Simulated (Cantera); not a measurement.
An isothermal, constant-pressure homogeneous reactor starts with CH4 : H2 : H : H2O = 0.0084 : 1 : 0.011 : 0.014 (molar parts), at 2925 K and 100.0 Torr.

Detailed kinetics in Cantera: GRI-Mech 3.0 (53 species, 325 reactions).

One state of this run: x CH4 = 8.76e-12; x H2 = 0.701; x H = 0.287; x C2H = <1e-12; x C2H4 = <1e-12; x C2H6 = <1e-12. x: mole fraction; the columns are a selection and need not sum to one.

### Question
Which value of t (s) does it belong to?
A) 0.0248
B) 0.00424
C) 0.000725
D) 0.00175

### Answer
A, 0.0248
